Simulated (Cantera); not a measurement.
## B₂O₃ + N₂ (boron, boron nitride and boron oxide)

Charge: 1 mol B₂O₃, 0.49 mol N₂.

Cantera equilibrium calculation (NASA polynomials, part measured and part estimated; ideal gas, pure solids and liquids). Candidate condensed phases: B, BN, B₂O₃; 17 gas species. Rates play no part.

Problem. Map the stable condensed phases over T = 1423, 1448, 1473, 1498, 1523, 1548, 1573, 1598, 1623, 1648, 1673, 1698 K and P in Pa = 10, 28, 77, 220, 600, 1700, 4600, 13000, 36000, 100000.

Solution. 
```
T in K \ P in Pa
             10     28     77    220    600   1700   4600  13000  36000 100000
   1698       A      A      A      B      B      B      B      B      B      B
   1673       A      A      B      B      B      B      B      B      B      B
   1648       A      A      B      B      B      B      B      B      B      B
   1623       A      A      B      B      B      B      B      B      B      B
   1598       A      B      B      B      B      B      B      B      B      B
   1573       A      B      B      B      B      B      B      B      B      B
   1548       B      B      B      B      B      B      B      B      B      B
   1523       B      B      B      B      B      B      B      B      B      B
   1498       B      B      B      B      B      B      B      B      B      B
   1473       B      B      B      B      B      B      B      B      B      B
   1448       B      B      B      B      B      B      B      B      B      B
   1423       B      B      B      B      B      B      B      B      B      B
```
A: gas only; B: B₂O₃.
